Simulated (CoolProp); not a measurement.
Vapour-liquid equilibrium of ethane (1) + C3F8 (R218) (2) at 4.59 bar; x and y are mole fractions of (1).

The numbers come from the multi-fluid Helmholtz-energy mixture model, Bücker 2006 and Lemmon 2006; pair parameters Bell 2016 in CoolProp.

```tsv
x	bubble temperature, mixture model (K)	bubble temperature, Raoult's law (K)	y, mixture model	y, Raoult's law
0.05	265.7	269.6	0.298	0.238
0.125	251.6	261.0	0.596	0.479
0.2	241.3	253.9	0.748	0.633
0.275	234.5	248.0	0.824	0.736
0.35	230.1	243.0	0.863	0.808
0.425	227.3	238.7	0.886	0.859
0.5	225.5	234.9	0.901	0.897
0.575	224.2	231.6	0.911	0.925
0.65	223.2	228.6	0.921	0.946
0.725	222.2	226.0	0.930	0.963
0.8	221.2	223.6	0.942	0.976
0.875	220.1	221.4	0.958	0.987
0.95	218.9	219.4	0.980	0.995
```

The largest gap from Raoult's law is -13.5 K in bubble temperature, at x = 0.275. No azeotrope shows between x = 0.05 and 0.95.

Pair parameters are fitted to limited data, so mixtures are less certain than the pure fluids. With so large a gap from Raoult's law the liquid may split in two, which this calculation doesn't test in full.
